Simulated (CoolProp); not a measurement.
Aqueous potassium carbonate as a coolant, 5 % by mass, freezing at -1.6 °C, 1 atm.

The numbers come from the Melinder's fits for secondary coolants in CoolProp.

```json
[
 {"T (°C)": "1.5", "cp (kJ/(kg K))": "3.887", "density (kg/m³)": "1048", "conductivity (W/(m K))": "0.563", "viscosity (mPa s)": "1.85"},
 {"T (°C)": "9.6", "cp (kJ/(kg K))": "…", "density (kg/m³)": "…", "conductivity (W/(m K))": "0.576", "viscosity (mPa s)": "1.46"},
 {"T (°C)": "17.6", "cp (kJ/(kg K))": "3.902", "density (kg/m³)": "1045", "conductivity (W/(m K))": "0.590", "viscosity (mPa s)": "1.18"},
 {"T (°C)": "25.7", "cp (kJ/(kg K))": "3.913", "density (kg/m³)": "1042", "conductivity (W/(m K))": "…", "viscosity (mPa s)": "…"},
 {"T (°C)": "33.8", "cp (kJ/(kg K))": "…", "density (kg/m³)": "1039", "conductivity (W/(m K))": "0.617", "viscosity (mPa s)": "0.829"}
]
```

Problem. Complete the blanks.

Solution. 
- 9.6, cp (kJ/(kg K)): 3.894
- 9.6, density (kg/m³): 1047
- 25.7, conductivity (W/(m K)): 0.604
- 25.7, viscosity (mPa s): 0.981
- 33.8, cp (kJ/(kg K)): 3.924
